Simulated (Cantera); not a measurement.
A closed system holds: 1 mol HMDSO, 5.3 mol N2O, 2.7 mol N2, at 1573 K and 0.100 bar.

Cantera equilibrium calculation (NASA polynomials, part measured and part estimated; ideal gas, pure solids and liquids). Candidate condensed phases: C, C6H6, C7H8, C8H18, H2O, Si, SiC, SiO2, Si2N2O, Si3N4; 151 gas species. The feed counts by its element totals alone. Kinetics and transport are ignored.

Base state: H2 0.422, N2 0.328, CO 0.249, HCN 0.000643, SiO 0.000135, H 8.35e-5, CH4 3.27e-5, HNC 1.36e-5 (mole fractions); condensed: C(graphite) + Si2N2O(s).

What changes in the equilibrium state with this change: N2O from 5.3 to 0.26 mol?


| species | before | after |
|---|---|---|
| H2 | 0.422 | 0.802 |
| N2 | 0.328 | 0.174 |
| CO | 0.249 | 0.0231 |
| SiO | 0.000135 | 5.64e-5 |
| H2O | 1.09e-5 | 1.93e-6 |
| CH4 | 3.27e-5 | 0.000118 |
| C2H2 (acetylene) | 8.71e-6 | 1.65e-5 |
| C(graphite), mol | 0.687 | 5.73 |
| Si2N2O(s), mol | 0.999 | 1.000 |

What changes in the equilibrium state with this change: HMDSO replaced by SiH4?


| species | before | after |
|---|---|---|
| N2 | 0.328 | 0.751 |
| H2O | 1.09e-5 | 0.188 |
| O2 | <1e-9 | 0.0605 |
| H2 | 0.422 | 1.16e-5 |
| CO | 0.249 | 0 |
| SiO | 0.000135 | <1e-9 |
| NO | <1e-9 | 0.000901 |
| HCN | 0.000643 | 0 |
| OH | <1e-9 | 0.000256 |
| C(graphite), mol | 0.687 | 0 |
| Si2N2O(s), mol | 0.999 | 0 |
| SiO2(β-quartz), mol | 0 | 1.00 |
The tables hold silica as quartz up to 1696 K and as liquid above; real silica turns to tridymite and cristobalite and melts near 1996 K. Gases not in the tables: Si(OH)4.

What changes in the equilibrium state with this change: N2O from 5.3 to 15 mol?


```csv
species,before,after
N2,0.328,0.541
H2,0.422,0.138
CO,0.249,0.137
H2O,1.09e-5,0.137
CO2,2.22e-6,0.0467
SiO,0.000135,1.30e-7
HCN,0.000643,6.80e-9
CH4,3.27e-5,<1e-9
HNC,1.36e-5,<1e-9
"C(graphite), mol",0.687,0
"Si2N2O(s), mol",0.999,0
"SiO2(β-quartz), mol",0,2.00
```
The tables hold silica as quartz up to 1696 K and as liquid above; real silica turns to tridymite and cristobalite and melts near 1996 K. Gases not in the tables: Si(OH)4.
